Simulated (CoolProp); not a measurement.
R113 along the isobar 193 bar: fugacity coefficient from the reference equation and from simpler models built on Tc = 214.1 °C, pc = 33.92 bar, ω = 0.253; each cubic takes its own stable root.

The numbers come from the reference Helmholtz-energy equation of state, Marx 1992 in CoolProp.

```csv
T (°C),phase,reference,Redlich-Kwong,Peng-Robinson
-15.25,liquid,0.0009606,0.002526,0.0009741
6.75,liquid,0.002746,0.006242,0.002697
28.75,liquid,0.006510,0.01301,0.006276
50.75,liquid,0.01335,0.02380,0.01274
72.75,liquid,0.02439,___,0.02318
94.75,liquid,0.04064,0.06004,0.03859
116.75,liquid,___,___,___
138.85,liquid,0.09127,0.1167,0.08708
160.85,liquid,___,0.1517,0.1204
182.85,liquid,___,0.1903,0.1595
204.85,liquid,___,___,0.2035
226.85,supercritical,0.2594,0.2747,0.2515
```

### Question
Complete the blanks.

### Answer

- 72.75, Redlich-Kwong: 0.03935
- 116.75, reference: 0.06278
- 116.75, Redlich-Kwong: 0.08588
- 116.75, Peng-Robinson: 0.05971
- 160.85, reference: 0.1257
- 182.85, reference: 0.1658
- 204.85, reference: 0.2107
- 204.85, Redlich-Kwong: 0.2315
